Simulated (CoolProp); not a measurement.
Aqueous magnesium chloride as a coolant, 4 % by mass, freezing at -2.3 °C, 1 atm.

Model: Melinder's fits for secondary coolants, in CoolProp.

```csv
T (°C),conductivity (W/(m K)),density (kg/m³),cp (kJ/(kg K)),Prandtl number
1.1,0.556,1035,3.939,14.6
7.3,0.568,1034,3.942,11.6
13.4,0.578,1033,3.946,9.59
19.6,0.589,1032,3.951,8.04
25.7,0.599,1030,3.957,6.87
31.9,0.608,1028,3.963,5.92
38,0.618,1026,3.968,5.15
```
